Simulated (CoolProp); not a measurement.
Vapour pressure (MPa) of fluorine: the reference equation beside estimates from Tc = -128.7 °C, pc = 5.240 MPa, ω = 0.045. Clausius-Clapeyron is anchored at -185.45 °C with a constant enthalpy of vaporisation of 6.529 kJ/mol.

Values from CoolProp's reference Helmholtz-energy equation of state, de Reuck 1990.

```tsv
T (°C)	reference	Lee-Kesler	Clausius-Clapeyron	van der Waals	Redlich-Kwong	Peng-Robinson
-197.45	0.03005	0.03084	0.03292	0.1991	___	0.03228
-191.45	0.06796	___	0.07052	0.3214	0.05626	0.07155
-185.45	0.1361	0.1385	0.1361	___	0.1216	0.1411
-179.45	0.2476	0.2515	0.2415	0.7048	0.2332	0.2540
-173.45	0.4172	0.4228	0.3998	___	0.4072	0.4246
-167.35	0.6652	0.6727	0.6296	1.320	0.6652	0.6737
-161.35	1.000	1.009	0.9377	1.723	1.015	___
-155.35	1.442	___	1.341	2.196	1.477	1.455
```

Problem. Fill in the missing entries.

Solution. 
- -197.45, Redlich-Kwong: 0.02225
- -191.45, Lee-Kesler: 0.06937
- -185.45, van der Waals: 0.4878
- -173.45, van der Waals: 0.9783
- -161.35, Peng-Robinson: 1.010
- -155.35, Lee-Kesler: 1.451

Absolute difference from the reference over all 8 rows, mean and median: Lee-Kesler 1.5 and 1.5 %, Clausius-Clapeyron 4.8 and 4.8 %, van der Waals 217.0 and 159.6 %, Redlich-Kwong 8.2 and 4.1 %, Peng-Robinson 3.0 and 2.2 %.
